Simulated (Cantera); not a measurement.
## B2O3 + BCl3 + H2 (oxide etching and cleaning by halides)

Input: 1 mol B2O3, 5.6 mol BCl3, 0.28 mol H2, equilibrated at 0.133 bar.

Cantera equilibrium calculation (NASA polynomials, part measured and part estimated; ideal gas, pure solids and liquids). Candidate condensed phases: B, B2O3, B3O3H3, H2O; 33 gas species. Mutual solubility and eutectic melting of coexisting phases are not modelled. The tables' values for BOCl, BCl2, BCl are old estimates; treat these amounts as uncertain. Gases not in the tables: BHCl2. Equilibrium is a limit: real reactors are often held back by kinetics, nucleation or transport.

```tsv
T (K)	x BCl3	x B3O3Cl3	x HCl	x H2	x BOCl	x BCl2	n B(s)	n B2O3(l)
1023	0.768	0.167	0.0335	0.0306	2.32e-6	3.73e-6	0.0659	0.00974
1073	0.764	0.169	0.0395	0.0276	7.92e-6	1.04e-5	0.0778	0
1123	0.761	0.169	0.0454	0.0245	2.42e-5	2.63e-5	0.0895	0
1173	0.759	0.169	0.0511	0.0217	6.69e-5	6.15e-5	0.101	0
1223	0.756	0.168	0.0564	0.0189	0.000170	0.000134	0.111	0
1273	0.753	0.168	0.0612	0.0165	0.000401	0.000275	0.121	0
1323	0.751	0.168	0.0655	0.0142	0.000887	0.000532	0.128	0
1373	0.748	0.167	0.0692	0.0122	0.00184	0.000981	0.135	0
```
x: gas mole fraction; n: condensed amount in mol.

At 1023 K the condensed part is B(s) + B2O3(l). From 1073 K to 1373 K the condensed part is B(s). The main B-bearing gas is BCl3 throughout.
